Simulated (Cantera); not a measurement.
**Hydrogen reduction and annealing atmospheres: FeS2 + H2**

Input: 1 mol FeS2, 95 mol H2, at 1850 K and 72.8 Torr.

Equilibrium computed with Cantera from the NASA thermochemical tables; the gas is ideal and each condensed phase is pure. Candidate condensed phases: Fe, FeS, FeS2, S; 8 gas species. Equilibrium is a limit: real reactors are often held back by kinetics, nucleation or transport.

```
Item                                 Value
-------------------------------  ---------
x(H2)                                0.979
x(H2S)                              0.0136
x(SH)                              0.00240
x(S2)                              0.00237
x(H)                               0.00171
x(Fe)                             0.000603
x(S)                              0.000172
n(Fe(l))                         0.942 mol
gas amount                       95.50 mol
log10 activity of S(l) (absent)      -3.31
```
